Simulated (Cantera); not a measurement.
What does this Cantera script print?

```python
import numpy as np
import cantera as ct

gas_names = """
    O2 F2
""".split()
cond_names = """
    Ca(b) CaF2(a) CaO(s)
""".split()


# ... load() reads the species with a 1 bar reference pressure and builds the phases ...
species = {s.name: s for s in load("nasa_gas.yaml", gas_names) + load("nasa_condensed.yaml", cond_names)}
T = 1000
g = {n: (s.thermo.h(T) - T * s.thermo.s(T)) / (ct.gas_constant * T * np.log(10)) for n, s in species.items()}
valid = cond_names  # the entries whose range holds T


def stable(la, lb):
    # potentials (over RT ln 10) of the two non-metals from log10 p(O2) and log10 p(F2) in bar
    mu = {}
    mu["O"] = (g["O2"] + la) / 2
    mu["F"] = (g["F2"] + lb) / 2
    cost = {}
    for n in valid:
        c = species[n].composition
        cost[n] = (g[n] - sum(c.get(e, 0) * m for e, m in mu.items())) / c["Ca"]
    return min(cost, key=cost.get)


results = []
for lb in [0, -2.4, -4.7, -7.1, -9.4, -11.8, -14.1, -16.5, -18.9, -21.2, -23.6, -25.9, -28.3, -30.6, -33]:
    row = [stable(la, lb) for la in [-43, -40.3, -37.6, -34.9, -32.2, -29.6, -26.9, -24.2, -21.5, -18.8, -16.1, -13.4, -10.8, -8.1, -5.4, -2.7, 0]]
    results.append(row)
    print(f"{lb:6.1f}  " + " ".join(f"{valid.index(n):x}" for n in row))
print("key: " + ", ".join(f"{i:x} {n}" for i, n in enumerate(valid)))
```

Output:

```
   0.0  1 1 1 1 1 1 1 1 1 1 1 1 1 1 1 1 1
  -2.4  1 1 1 1 1 1 1 1 1 1 1 1 1 1 1 1 1
  -4.7  1 1 1 1 1 1 1 1 1 1 1 1 1 1 1 1 1
  -7.1  1 1 1 1 1 1 1 1 1 1 1 1 1 1 1 1 1
  -9.4  1 1 1 1 1 1 1 1 1 1 1 1 1 1 1 1 1
 -11.8  1 1 1 1 1 1 1 1 1 1 1 1 1 1 1 1 1
 -14.1  1 1 1 1 1 1 1 1 1 1 1 1 1 1 1 1 1
 -16.5  1 1 1 1 1 1 1 1 1 1 1 1 1 1 1 1 1
 -18.9  1 1 1 1 1 1 1 1 1 1 1 1 1 1 1 1 1
 -21.2  1 1 1 1 1 1 1 1 1 1 1 1 1 1 1 1 1
 -23.6  1 1 1 1 1 1 1 1 1 1 1 1 1 1 1 1 1
 -25.9  1 1 1 1 1 1 1 1 1 1 1 1 1 1 1 1 1
 -28.3  1 1 1 1 1 1 1 1 1 1 1 1 1 1 1 1 2
 -30.6  1 1 1 1 1 1 1 1 1 1 1 1 1 1 2 2 2
 -33.0  1 1 1 1 1 1 1 1 1 1 1 1 2 2 2 2 2
key: 0 Ca(b), 1 CaF2(a), 2 CaO(s)
```

Cantera with NASA thermochemical tables; ideal gases at 1 bar, condensed phases pure. Not in the tables: oxide halides.
